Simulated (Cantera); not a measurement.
A perfectly stirred reactor is fed with 20.1 % H2, 16.8 % O2, 63.1 % N2, at 3750 Torr; it is adiabatic with a 475 K inlet, and is followed from long to short residence time, starting on the burning branch (τ in s: 0.1, 0.041, 0.017, 0.0067, 0.0027, 0.0011, 0.00045, 0.00018, 7.5e-05, 3e-05, 1.2e-05, 5e-06).

Detailed kinetics in Cantera: the H2/O2 subset of GRI-Mech 3.0, which has no nitrogen chemistry. The hydrogen kinetics of GRI-Mech 3.0 are dated; newer H2 mechanisms differ, most at raised pressure.

Problem. Predict: blow-out, bracketed by the residence times tried; x(H2) at τ = 0.100 s; x(O2) at τ = 0.100 s; x(HO2) at τ = 0.100 s; x(OH) at τ = 0.100 s; x(O) at τ = 0.100 s; x(H2) at τ = 0.450 ms; x(O2) at τ = 0.450 ms; x(HO2) at τ = 0.450 ms; x(OH) at τ = 0.450 ms; x(O) at τ = 0.450 ms.

Solution. 
```
Item                                                                              Result
------------------------------------------------  --------------------------------------
blow-out, bracketed by the residence times tried  burning at 5.00 µs, the shortest tried
x(H2) at τ = 0.100 s                                                            0.000117
x(O2) at τ = 0.100 s                                                              0.0742
x(HO2) at τ = 0.100 s                                                            2.92e-6
x(OH) at τ = 0.100 s                                                             0.00156
x(O) at τ = 0.100 s                                                              8.25e-5
x(H2) at τ = 0.450 ms                                                            0.00171
x(O2) at τ = 0.450 ms                                                             0.0738
x(HO2) at τ = 0.450 ms                                                           1.96e-5
x(OH) at τ = 0.450 ms                                                            0.00461
x(O) at τ = 0.450 ms                                                            0.000831
```
